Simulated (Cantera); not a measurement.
Charge: 1 mol SiH₂Cl₂, 2.4 mol NH₃, 10 mol H₂.

These are equilibrium values from Cantera (NASA tables, ideal gas, pure condensed phases), not measurements of a reactor. Candidate condensed phases: NH₄Cl, Si, Si₃N₄; 28 gas species. Mutual solubility and eutectic melting of coexisting phases are not modelled. The tables' values for SiCl₃ are old estimates. Kinetics and transport are ignored.

What condenses at these points (T in K, P in Pa): (1550, 5); (1550, 210); (1550, 710); (1500, 8400); (1650, 2400)?


| T (K) | P in Pa | condensed phases | Si condensed (%) |
|---|---|---|---|
| 1550 | 5 | Si | 61.3 |
| 1550 | 210 | Si + Si₃N₄ | 62.5 |
| 1550 | 710 | Si₃N₄ | 72.5 |
| 1500 | 8400 | Si₃N₄ | 94.1 |
| 1650 | 2400 | Si₃N₄ | 66.6 |
